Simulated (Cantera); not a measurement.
Equilibrium for aluminium and copper etching: Cu + HF + H2

Charge: 1 mol Cu, 5.2 mol HF, 0.67 mol H2, equilibrated at 575 °C and 173 Torr.

Method: chemical equilibrium by Gibbs-energy minimisation in Cantera with the NASA 1993 tables (ideal gas, pure condensed phases). Candidate condensed phases: Cu, CuF2; 15 gas species. Equilibrium is a limit: real reactors are often held back by kinetics, nucleation or transport.

```json
{
 "x(HF)": "0.886",
 "x(H2)": "0.114",
 "x(H2F2)": "1.34e-5",
 "n(Cu(s))": "1.00 mol",
 "gas_amount": "5.870 mol",
 "log10 activity of CuF2(s) (absent)": "-8.79"
}
```
